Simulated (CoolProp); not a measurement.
Vapour-liquid equilibrium of R143a (1) + R1234yf (2) at 203 kPa; x and y are mole fractions of (1).

Values from CoolProp's multi-fluid Helmholtz-energy mixture model, Lemmon and Jacobsen 2000 and Lemmon 2022; pair parameters Bell 2016.

Q: Give the bubble temperature and the first vapour's composition at x = 0.05, 0.35, 0.95. Is there an azeotrope?

A: x = 0.05: 259.2 K, y = 0.099; x = 0.35: 251.9 K, y = 0.522; x = 0.95: 242.4 K, y = 0.973. No azeotrope shows between x = 0.05 and 0.95.

The pair parameters rest on a limited set of measurements; away from them the model extrapolates.
